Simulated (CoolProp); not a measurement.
Properties of n-perfluorobutane along the isobar 62.2 bar.

Computed with CoolProp (reference Helmholtz-energy equation of state, Gao 2022).

```json
[
 {"T (°C)": "46.95", "phase": "liquid", "density (kg/m³)": "1460", "cp (kJ/(kg K))": "1.147", "cv (kJ/(kg K))": "0.9034", "expansivity (1/kK)": "2.490"},
 {"T (°C)": "55.65", "phase": "liquid", "density (kg/m³)": "1428", "cp (kJ/(kg K))": "1.158", "cv (kJ/(kg K))": "0.9106", "expansivity (1/kK)": "2.640"},
 {"T (°C)": "64.25", "phase": "liquid", "density (kg/m³)": "1395", "cp (kJ/(kg K))": "1.170", "cv (kJ/(kg K))": "0.9175", "expansivity (1/kK)": "2.816"},
 {"T (°C)": "72.95", "phase": "liquid", "density (kg/m³)": "1360", "cp (kJ/(kg K))": "1.183", "cv (kJ/(kg K))": "0.9242", "expansivity (1/kK)": "3.030"},
 {"T (°C)": "81.55", "phase": "liquid", "density (kg/m³)": "1324", "cp (kJ/(kg K))": "1.196", "cv (kJ/(kg K))": "0.9307", "expansivity (1/kK)": "3.284"},
 {"T (°C)": "90.25", "phase": "liquid", "density (kg/m³)": "1285", "cp (kJ/(kg K))": "1.211", "cv (kJ/(kg K))": "0.9371", "expansivity (1/kK)": "3.593"},
 {"T (°C)": "98.95", "phase": "liquid", "density (kg/m³)": "1243", "cp (kJ/(kg K))": "1.228", "cv (kJ/(kg K))": "0.9433", "expansivity (1/kK)": "3.969"},
 {"T (°C)": "107.55", "phase": "liquid", "density (kg/m³)": "1199", "cp (kJ/(kg K))": "1.245", "cv (kJ/(kg K))": "0.9495", "expansivity (1/kK)": "4.419"},
 {"T (°C)": "116.25", "phase": "supercritical", "density (kg/m³)": "1151", "cp (kJ/(kg K))": "1.265", "cv (kJ/(kg K))": "0.9556", "expansivity (1/kK)": "4.970"},
 {"T (°C)": "124.85", "phase": "supercritical", "density (kg/m³)": "1100", "cp (kJ/(kg K))": "1.287", "cv (kJ/(kg K))": "0.9617", "expansivity (1/kK)": "5.625"},
 {"T (°C)": "133.55", "phase": "supercritical", "density (kg/m³)": "1044", "cp (kJ/(kg K))": "1.311", "cv (kJ/(kg K))": "0.9677", "expansivity (1/kK)": "6.412"},
 {"T (°C)": "142.25", "phase": "supercritical", "density (kg/m³)": "983.7", "cp (kJ/(kg K))": "1.335", "cv (kJ/(kg K))": "0.9735", "expansivity (1/kK)": "7.307"},
 {"T (°C)": "150.85", "phase": "supercritical", "density (kg/m³)": "920.1", "cp (kJ/(kg K))": "1.357", "cv (kJ/(kg K))": "0.9788", "expansivity (1/kK)": "8.223"},
 {"T (°C)": "159.55", "phase": "supercritical", "density (kg/m³)": "853.5", "cp (kJ/(kg K))": "1.371", "cv (kJ/(kg K))": "0.9834", "expansivity (1/kK)": "9.010"},
 {"T (°C)": "168.15", "phase": "supercritical", "density (kg/m³)": "788.1", "cp (kJ/(kg K))": "1.370", "cv (kJ/(kg K))": "0.9870", "expansivity (1/kK)": "9.451"},
 {"T (°C)": "176.85", "phase": "supercritical", "density (kg/m³)": "725.6", "cp (kJ/(kg K))": "1.356", "cv (kJ/(kg K))": "0.9895", "expansivity (1/kK)": "9.472"}
]
```
